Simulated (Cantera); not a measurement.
Input (Python, Cantera) and output of one run.

```python
import numpy as np
import cantera as ct

gas_names = """
    H HO2 H2 H2O H2O2 Nb NbO NbO2 O OH O2 O3
""".split()
cond_names = """
    H2O(s) H2O(L) Nb(cr) Nb(L) NbO(s) NbO(L) NbO2(I) NbO2(II) NbO2(III) NbO2(L) Nb2O5(s) Nb2O5(L)
""".split()


# ... load() reads the species with a 1 bar reference pressure and builds the phases ...
atoms = {
    'Nb': {'Nb': 1},
    'H2O': {'H': 2, 'O': 1},
}
top_T = {}  # K; cautious upper limits of use, not melting points


# ... equilibrate(T, P, feed) seeds the gas with the atoms and calls Mixture.equilibrate('TP', solver="vcs", rtol=1e-11, max_steps=5000) ...
results = []
feed = {'Nb': 1, 'H2O': 1.6}  # mol
P = 59  # Pa
for T in [800, 900, 1000, 1100, 1200, 1300, 1400, 1500, 1600, 1700, 1800, 1900]:
    mix = equilibrate(T, P, feed)
    results.append((T, P, feed, dict(zip(mix.species_names, mix.species_moles))))
    x = sorted(zip(gas.X, gas.species_names), reverse=True)
    print(f"T = {T:g} K  P = {P:g} Pa  gas = {mix.phase_moles(0):.4g} mol")
    print("   x: " + "  ".join(f"{s} {v:.3e}" for v, s in x if v > 1e-06))
    print("   condensed (mol): " + ("  ".join(f"{mix.phase(i).name} {mix.phase_moles(i):.4g}"
          for i in range(1, mix.n_phases) if mix.phase_moles(i) > 1e-12) or "none"))
```

Output:

```
T = 800 K  P = 59 Pa  gas = 1.6 mol
   x: H2 1.000e+00
   condensed (mol): NbO(s) 0.4  NbO2(I) 0.6
T = 900 K  P = 59 Pa  gas = 1.6 mol
   x: H2 1.000e+00  H2O 3.141e-06
   condensed (mol): NbO(s) 0.4  NbO2(I) 0.6
T = 1000 K  P = 59 Pa  gas = 1.6 mol
   x: H2 1.000e+00  H2O 1.598e-05
   condensed (mol): NbO(s) 0.4  NbO2(I) 0.6
T = 1100 K  P = 59 Pa  gas = 1.6 mol
   x: H2 9.999e-01  H2O 5.864e-05  H 1.064e-06
   condensed (mol): NbO(s) 0.4001  NbO2(II) 0.5999
T = 1200 K  P = 59 Pa  gas = 1.6 mol
   x: H2 9.998e-01  H2O 1.643e-04  H 8.124e-06
   condensed (mol): NbO(s) 0.4003  NbO2(III) 0.5997
T = 1300 K  P = 59 Pa  gas = 1.6 mol
   x: H2 9.996e-01  H2O 3.862e-04  H 4.553e-05
   condensed (mol): NbO(s) 0.4006  NbO2(III) 0.5994
T = 1400 K  P = 59 Pa  gas = 1.6 mol
   x: H2 9.990e-01  H2O 7.951e-04  H 2.002e-04
   condensed (mol): NbO(s) 0.4013  NbO2(III) 0.5987
T = 1500 K  P = 59 Pa  gas = 1.601 mol
   x: H2 9.978e-01  H2O 1.474e-03  H 7.239e-04
   condensed (mol): NbO(s) 0.4024  NbO2(III) 0.5976
T = 1600 K  P = 59 Pa  gas = 1.602 mol
   x: H2 9.953e-01  H2O 2.511e-03  H 2.233e-03  NbO2 1.726e-06
   condensed (mol): NbO(s) 0.404  NbO2(III) 0.596
T = 1700 K  P = 59 Pa  gas = 1.605 mol
   x: H2 9.900e-01  H 6.036e-03  H2O 3.988e-03  NbO2 2.031e-05  OH 1.256e-06
   condensed (mol): NbO(s) 0.4064  NbO2(III) 0.5936
T = 1800 K  P = 59 Pa  gas = 1.612 mol
   x: H2 9.793e-01  H 1.459e-02  H2O 5.957e-03  NbO2 1.799e-04  OH 5.859e-06  NbO 5.073e-06
   condensed (mol): NbO(s) 0.4096  NbO2(III) 0.5901
T = 1900 K  P = 59 Pa  gas = 1.628 mol
   x: H2 9.583e-01  H 3.198e-02  H2O 8.406e-03  NbO2 1.255e-03  NbO 4.092e-05  OH 2.305e-05
   condensed (mol): NbO(s) 0.4137  NbO2(III) 0.5842
```

Method: chemical equilibrium by Gibbs-energy minimisation in Cantera with the NASA 1993 tables (ideal gas, pure condensed phases). Mutual solubility and eutectic melting of coexisting phases are not modelled. NbO: taken at fixed stoichiometry. Condensed phases not in the tables: the oxides between NbO2 and Nb2O5.
